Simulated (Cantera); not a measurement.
A perfectly stirred reactor is fed with 24.9 % CH4, 52.4 % H2O, 22.7 % H2, at 30.0 bar; it is held at 2148 K, and followed from long to short residence time.

Computed with Cantera and GRI-Mech 3.0 (53 species, 325 reactions). The pressure lies above the range GRI-Mech 3.0 was tuned for (to about 10 atm).

x: mole fraction; the columns are a selection and need not sum to one.

```
τ (s)       x CH4  x H2O   x H2     x C2H    x H2O2    x C2H4
-------  --------  -----  -----  --------  --------  --------
0.85     0.000278  0.175  0.658  8.15e-11  1.12e-10   1.84e-7
0.31     0.000727  0.176  0.657  5.48e-10  1.13e-10   1.24e-6
0.12      0.00172  0.177  0.655   3.04e-9  1.15e-10   6.85e-6
0.043     0.00397  0.181  0.651   1.61e-8  1.21e-10   3.61e-5
0.016         ___  0.191  0.641       ___  1.36e-10       ___
0.0058     0.0141  0.211  0.622   1.94e-7  1.70e-10  0.000412
0.0021     0.0226  0.245  0.592   4.61e-7  2.41e-10  0.000923
0.00079       ___    ___  0.551       ___  3.61e-10       ___
```

Question: Some entries are withheld; supply them.

Answer: 
- 0.016, x CH4: 0.00789
- 0.016, x C2H: 6.30e-8
- 0.016, x C2H4: 0.000139
- 0.00079, x CH4: 0.0333
- 0.00079, x H2O: 0.290
- 0.00079, x C2H: 8.45e-7
- 0.00079, x C2H4: 0.00158
